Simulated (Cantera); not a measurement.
Cantera run:

```python
import numpy as np
import cantera as ct

gas_names = """
    O2 NO2 N2 N2O
""".split()
cond_names = """
    VN(s) V2O3(s) V2O3(L) V2O5(s) V2O5(L)
""".split()


def load(file, names, dense=False):
    # The tables refer to 1 bar. Condensed volumes are neglected.
    table = {s.name: s for s in ct.Species.list_from_file(file)}
    out = []
    for n in names:
        d = dict(table[n].input_data)
        d["thermo"] = dict(d["thermo"], **{"reference-pressure": 1e5})
        if dense:
            d["equation-of-state"] = {"model": "constant-volume", "density": "1e6 g/cm^3"}
        out.append(ct.Species.from_dict(d))
    return out


species = {s.name: s for s in load("nasa_gas.yaml", gas_names) + load("nasa_condensed.yaml", cond_names)}
# Each term lists the table entries of one substance; the one whose range holds T is used.
reactions = {
    '4 VN + 7 O2(g) = 2 V2O3 + 4 NO2(g)':
        [(-4, ['VN(s)']), (-7, ['O2']), (2, ['V2O3(s)', 'V2O3(L)']), (4, ['NO2'])],
    'V2O5 + 2 N2(g) = V2O3 + 2 N2O(g)':
        [(-1, ['V2O5(s)', 'V2O5(L)']), (-2, ['N2']), (1, ['V2O3(s)', 'V2O3(L)']), (2, ['N2O'])],
}


def pick(names, T):
    return next(species[n] for n in names if species[n].thermo.min_temp <= T <= species[n].thermo.max_temp)


results = []
for label, terms in reactions.items():
    print(label)
    print("     T/K   dH/kJ  dS/(J/K)   dG/kJ   log10 K")
    for T in [1300, 1375, 1450, 1525, 1600, 1675, 1750, 1825, 1900, 1975]:
        used = [(nu, pick(names, T)) for nu, names in terms]
        dH = sum(nu * s.thermo.h(T) for nu, s in used) / 1e6
        dS = sum(nu * s.thermo.s(T) for nu, s in used) / 1e3
        dG = dH - T * dS / 1e3
        logK = -dG * 1e6 / (ct.gas_constant * T * np.log(10))
        results.append((label, T, dH, dS, dG, logK, [s.name for _, s in used]))
        print(f"{T:8g} {dH:8.1f} {dS:8.1f} {dG:8.1f} {logK:8.2f}")
```

Result:

```
4 VN + 7 O2(g) = 2 V2O3 + 4 NO2(g)
     T/K   dH/kJ  dS/(J/K)   dG/kJ   log10 K
    1300  -1407.7   -397.0   -891.6    35.82
    1375  -1405.1   -395.1   -861.9    32.74
    1450  -1402.3   -393.1   -832.3    29.98
    1525  -1399.4   -391.1   -802.9    27.50
    1600  -1396.4   -389.2   -773.7    25.26
    1675  -1393.2   -387.3   -744.6    23.22
    1750  -1390.0   -385.4   -715.6    21.36
    1825  -1386.5   -383.4   -686.7    19.66
    1900  -1382.9   -381.5   -658.1    18.09
    1975  -1379.2   -379.6   -629.5    16.65
V2O5 + 2 N2(g) = V2O3 + 2 N2O(g)
     T/K   dH/kJ  dS/(J/K)   dG/kJ   log10 K
    1300    426.6    -50.6    492.5   -19.79
    1375    427.0    -50.4    496.3   -18.85
    1450    427.5    -50.0    500.0   -18.01
    1525    428.3    -49.5    503.8   -17.25
    1600    429.3    -48.9    507.4   -16.57
    1675    430.5    -48.1    511.1   -15.94
    1750    431.9    -47.3    514.7   -15.36
    1825    433.5    -46.4    518.2   -14.83
    1900    435.3    -45.5    521.6   -14.34
    1975    437.3    -44.4    525.0   -13.88
```

Standard-state values (1 bar) from the NASA 1993 polynomials, evaluated with Cantera. VN: taken at fixed stoichiometry. Condensed species are held in their standard states even where they would react or evaporate.
